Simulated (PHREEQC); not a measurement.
Consider water at 25 °C with 130 mmol/kgw CdCl2 and 180 mmol/kgw Na2SO4. Closed to the air; pH follows from the charge balance.

Equilibrium calculation in PHREEQC: ion-association model, phreeqc.dat.

This is a speciation only: nothing precipitates in the calculation.

Question: Estimate the pH.

Answer: pH 5.68.

Question: In which forms is Cl present?

Answer: Cl- 62 %, CdCl+ 23 %, CdCl2 13 %, CdCl3- 2.0 % of the Cl.

Species that the database lacks are ignored.
